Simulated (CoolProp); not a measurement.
Vapour-liquid equilibrium of dimethyl carbonate (1) + n-nonane (2) at 148.05 °C; x and y are mole fractions of (1).

Values from CoolProp's multi-fluid Helmholtz-energy mixture model, Zhou 2011 and Lemmon 2006; pair parameters Bell 2016.

```tsv
x	bubble pressure, mixture model (bar)	bubble pressure, Raoult's law (bar)	y, mixture model	y, Raoult's law
0.05	1.391	1.135	0.341	0.211
0.125	2.011	1.423	0.567	0.421
0.2	2.545	1.712	0.676	0.559
0.275	2.984	2.000	[?]	0.658
0.35	[?]	2.288	0.779	0.732
0.425	3.614	2.577	0.807	0.790
0.5	3.836	2.865	[?]	0.836
0.575	4.017	3.154	0.847	0.873
0.65	4.173	3.442	0.865	0.904
0.725	4.317	3.730	0.882	0.931
0.8	4.455	4.019	0.903	0.953
0.875	4.590	4.307	0.930	0.973
0.95	4.716	4.595	0.967	0.990
```

Some entries are withheld; supply them.


- 0.275, y, mixture model: 0.738
- 0.35, bubble pressure, mixture model (bar): 3.336
- 0.5, y, mixture model: 0.829

The largest gap from Raoult's law is +49.2 % in bubble pressure, at x = 0.275. No azeotrope shows between x = 0.05 and 0.95.

The pair parameters rest on a limited set of measurements; away from them the model extrapolates.
